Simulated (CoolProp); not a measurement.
Vapour-liquid equilibrium of n-octane (1) + ethylbenzene (2) at 458.2 K; x and y are mole fractions of (1).

Model: multi-fluid Helmholtz-energy mixture model, Beckmüller 2019 and Zhou 2012; pair parameters Bell 2016, in CoolProp.

```json
[
 {"x": "0.05", "bubble pressure (MPa)": "0.3288", "y at the bubble point": "0.071", "dew pressure at overall composition x (MPa)": "0.3264", "liquid density (mol/L)": "?"},
 {"x": "0.15", "bubble pressure (MPa)": "0.3438", "y at the bubble point": "0.198", "dew pressure at overall composition x (MPa)": "0.3381", "liquid density (mol/L)": "6.322"},
 {"x": "0.25", "bubble pressure (MPa)": "0.3568", "y at the bubble point": "0.310", "dew pressure at overall composition x (MPa)": "0.3499", "liquid density (mol/L)": "6.101"},
 {"x": "0.35", "bubble pressure (MPa)": "0.3683", "y at the bubble point": "0.412", "dew pressure at overall composition x (MPa)": "0.3614", "liquid density (mol/L)": "5.893"},
 {"x": "0.45", "bubble pressure (MPa)": "?", "y at the bubble point": "0.508", "dew pressure at overall composition x (MPa)": "0.3724", "liquid density (mol/L)": "5.698"},
 {"x": "0.55", "bubble pressure (MPa)": "0.3871", "y at the bubble point": "0.598", "dew pressure at overall composition x (MPa)": "0.3825", "liquid density (mol/L)": "5.513"},
 {"x": "0.65", "bubble pressure (MPa)": "0.3947", "y at the bubble point": "0.687", "dew pressure at overall composition x (MPa)": "0.3916", "liquid density (mol/L)": "5.339"},
 {"x": "0.75", "bubble pressure (MPa)": "0.4011", "y at the bubble point": "0.775", "dew pressure at overall composition x (MPa)": "0.3994", "liquid density (mol/L)": "5.176"},
 {"x": "0.85", "bubble pressure (MPa)": "0.4064", "y at the bubble point": "0.863", "dew pressure at overall composition x (MPa)": "0.4057", "liquid density (mol/L)": "?"},
 {"x": "0.95", "bubble pressure (MPa)": "0.4106", "y at the bubble point": "0.954", "dew pressure at overall composition x (MPa)": "0.4104", "liquid density (mol/L)": "4.876"}
]
```

Complete the blanks.


- 0.05, liquid density (mol/L): 6.556
- 0.45, bubble pressure (MPa): 0.3783
- 0.85, liquid density (mol/L): 5.021

No azeotrope shows between x = 0.05 and 0.95.

Pair parameters are fitted to limited data, so mixtures are less certain than the pure fluids.
